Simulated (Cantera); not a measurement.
**Thermodynamics of carbothermic reduction, feed CuO + CH4 + CO**

Input: 1 mol CuO, 5.1 mol CH4, 0.81 mol CO, equilibrated at 0.100 bar.

These are equilibrium values from Cantera (NASA tables, ideal gas, pure condensed phases), not measurements of a reactor. Candidate condensed phases: C, C6H6, C7H8, C8H18, Cu, CuO, Cu(OH)2, Cu2O, H2O; 113 gas species. Rates play no part.

```json
[
 {"T (K)": "973", "x H2": "0.839", "x CO": "0.142", "x H": "3.13e-9", "x Cu": "5.13e-11", "x C2H2 (acetylene)": "4.52e-10", "n C(graphite)": "4.10", "n Cu(s)": "1.00", "n Cu(l)": "0"},
 {"T (K)": "1123", "x H2": "0.847", "x CO": "0.150", "x H": "1.24e-7", "x Cu": "1.25e-8", "x C2H2 (acetylene)": "1.86e-8", "n C(graphite)": "4.09", "n Cu(s)": "1.00", "n Cu(l)": "0"},
 {"T (K)": "1273", "x H2": "0.849", "x CO": "0.151", "x H": "2.08e-6", "x Cu": "8.24e-7", "x C2H2 (acetylene)": "3.15e-7", "n C(graphite)": "4.09", "n Cu(s)": "1.000", "n Cu(l)": "0"},
 {"T (K)": "1423", "x H2": "0.849", "x CO": "0.151", "x H": "1.94e-5", "x Cu": "2.09e-5", "x C2H2 (acetylene)": "2.91e-6", "n C(graphite)": "4.10", "n Cu(s)": "0", "n Cu(l)": "1.000"},
 {"T (K)": "1573", "x H2": "0.849", "x CO": "0.151", "x H": "0.000118", "x Cu": "0.000265", "x C2H2 (acetylene)": "1.75e-5", "n C(graphite)": "4.10", "n Cu(s)": "0", "n Cu(l)": "0.997"},
 {"T (K)": "1723", "x H2": "0.847", "x CO": "0.150", "x H": "0.000531", "x Cu": "0.00213", "x C2H2 (acetylene)": "7.66e-5", "n C(graphite)": "4.10", "n Cu(s)": "0", "n Cu(l)": "0.974"},
 {"T (K)": "1873", "x H2": "0.837", "x CO": "0.149", "x H": "0.00187", "x Cu": "0.0122", "x C2H2 (acetylene)": "0.000261", "n C(graphite)": "4.09", "n Cu(s)": "0", "n Cu(l)": "0.851"},
 {"T (K)": "2023", "x H2": "0.798", "x CO": "0.142", "x H": "0.00537", "x Cu": "0.0532", "x C2H2 (acetylene)": "0.000713", "n C(graphite)": "4.08", "n Cu(s)": "0", "n Cu(l)": "0.317"},
 {"T (K)": "2173", "x H2": "0.771", "x CO": "0.138", "x H": "0.0134", "x Cu": "0.0759", "x C2H2 (acetylene)": "0.00170", "n C(graphite)": "4.06", "n Cu(s)": "0", "n Cu(l)": "0"},
 {"T (K)": "2323", "x H2": "0.754", "x CO": "0.137", "x H": "0.0299", "x Cu": "0.0755", "x C2H2 (acetylene)": "0.00365", "n C(graphite)": "4.00", "n Cu(s)": "0", "n Cu(l)": "0"},
 {"T (K)": "2473", "x H2": "0.723", "x CO": "0.135", "x H": "0.0600", "x Cu": "0.0745", "x C2H2 (acetylene)": "0.00698", "n C(graphite)": "3.91", "n Cu(s)": "0", "n Cu(l)": "0"},
 {"T (K)": "2623", "x H2": "0.674", "x CO": "0.132", "x H": "0.109", "x Cu": "0.0726", "x C2H2 (acetylene)": "0.0119", "n C(graphite)": "3.76", "n Cu(s)": "0", "n Cu(l)": "0"}
]
```
x: gas mole fraction; n: condensed amount in mol.

From 973 K to 1273 K the condensed part is C(graphite) + Cu(s). From 1423 K to 2023 K the condensed part is C(graphite) + Cu(l). From 2173 K to 2623 K the condensed part is C(graphite).
